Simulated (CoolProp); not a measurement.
Model: reference Helmholtz-energy equation of state, Schmidt 1985, in CoolProp.

Problem. Give the vapour pressure (MPa), surface tension (mN/m), vapour viscosity (µPa s) of saturated oxygen at 124.3 K.

Solution. 
```tsv
T (K)	p (MPa)	surface tension (mN/m)	vapour viscosity (µPa s)
124.3	1.30	5.22	9.84
```

Viscosity comes from a separate model (Lemmon 2004). Surface tension comes from a separate correlation (Mulero 2012).
